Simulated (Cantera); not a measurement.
Charge: 1 mol Si, 2 mol HCl, 1 mol H₂, a varied amount of Cl₂, held at 575 K and 5.20 bar.

Method: chemical equilibrium by Gibbs-energy minimisation in Cantera with the NASA 1993 tables (ideal gas, pure condensed phases). Candidate condensed phases: Si; 19 gas species. Equilibrium is a limit: real reactors are often held back by kinetics, nucleation or transport.

Problem. At 0.5 mol Cl₂, list the 6 most abundant gas species with their mole fractions, and the condensed phases.

Solution. H₂ 0.681, SiCl₄ 0.178, SiHCl₃ 0.136, SiH₂Cl₂ 0.00477, SiH₃Cl 3.18e-5, HCl 1.33e-5. Condensed: Si(s).
